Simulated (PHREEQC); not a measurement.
Make-up at 55 °C: 0.0057 mol CdCl2, 0.033 mol CuCl2 and 0.011 mol NaHCO3 per kg of water. Closed to the air; pH follows from the charge balance.

Model: ion-association model, wateq4f.dat, run in PHREEQC.

```json
[
 {"quantity": "pH", "before": "5.27", "after": "5.95"},
 {"quantity": "ionic strength (mol/kgw)", "before": "0.0910", "after": "0.00114"},
 {"quantity": "Cl- (mol/kgw)", "before": "0.0673", "after": "0.000769"},
 {"quantity": "Cu+2 (mol/kgw)", "before": "0.0182", "after": "0.000257"},
 {"quantity": "CuCl+ (mol/kgw)", "before": "0.00487", "after": "1.73e-6"},
 {"quantity": "SI of Otavite (CdCO3)", "before": "+0.75", "after": "-0.94"},
 {"quantity": "SI of Cu(OH)2 (Cu(OH)2)", "before": "+0.78", "after": "+0.63"}
]
```

Which change was made?
A. CuCl2 from 0.033 to 0.0033 mol/kgw
B. CdCl2 from 0.0057 to 0.0285 mol/kgw
C. diluted 100-fold with water
D. 0.0068 mol/kgw KBr added

C, diluted 100-fold with water

This is a speciation only: nothing precipitates in the calculation. Some of these states are supersaturated (in Atacamite, Malachite, for instance). Constants without temperature data keep their 25 °C values here.
